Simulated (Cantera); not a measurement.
A closed system holds: 1 mol Cr2O3, 530 mol H2, held at 1.40 bar.

These are equilibrium values from Cantera (NASA tables, ideal gas, pure condensed phases), not measurements of a reactor. Candidate condensed phases: Cr, Cr2O3, H2O; 13 gas species. Mutual solubility and eutectic melting of coexisting phases are not modelled. Kinetics and transport are ignored. All values below are at 1500 K.

Base state: H2 0.999, H2O 0.00124, H 1.49e-5 (mole fractions); condensed: Cr(s) + Cr2O3(s).

Task: What changes in the equilibrium state with this change: pressure from 1.40 bar to 46.0 Pa?

Result: 
```
species         before     after
-------------  -------  --------
H2               0.999     0.997
H2O            0.00124   0.00145
Cr             4.02e-7  0.000965
H              1.49e-5  0.000819
Cr(s), mol       0.438         0
Cr2O3(s), mol    0.781     0.744
```
